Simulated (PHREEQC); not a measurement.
## Acid rinse or clean (model solution)

Consider water at 20 °C with 0.0075 mol H2SO4 and 0.0019 mol ZnSO4 per kg of water. Closed to the air; pH follows from the charge balance.

The numbers come from PHREEQC with the ion-association model, phreeqc.dat.

No solid was allowed to form.

Q: Estimate the pH, specific conductance, ionic strength.

A: pH 1.98; specific conductance 4180 µS/cm; ionic strength 0.0212 mol/kgw.

Q: In which forms is Zn present?

A: Zn+2 70 %, ZnSO4 29 %, Zn(SO4)2-2 1.4 % of the Zn.

Complexes and solids missing from the database can't appear.
